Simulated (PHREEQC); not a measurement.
**Alkaline etch or developer: speciation**

Make-up at 41 °C: 22 mmol/kgw NH3 and 0.66 mmol/kgw Na2CO3. Closed to the air; pH follows from the charge balance.

All values are PHREEQC results (ion-association model, phreeqc.dat), not measurements.

```json
{
 "pH": "10.38",
 "ionic_strength": "0.00227 mol/kgw",
 "specific_conductance": "444 µS/cm",
 "total_alkalinity": "23.3 meq/kg"
}
```

| species | molality | activity | log γ |
|---|---|---|---|
| NH3 | 0.0214 | 0.0215 | 0.000 |
| Na+ | 0.00130 | 0.00123 | -0.023 |
| OH- | 0.000799 | 0.000757 | -0.024 |
| NH4+ | 0.000563 | 0.000533 | -0.024 |
| CO3-2 | 0.000407 | 0.000329 | -0.092 |
| HCO3- | 0.000236 | 0.000224 | -0.023 |
| NaCO3- | 1.72e-5 | 1.63e-5 | -0.024 |
| NaHCO3 | 1.42e-7 | 1.42e-7 | 0.000 |
| CO2 | 1.82e-8 | 1.82e-8 | 0.000 |

This is a speciation only: nothing precipitates in the calculation. At this temperature some constants are extrapolated from 25 °C, and those without enthalpy data are left unchanged.
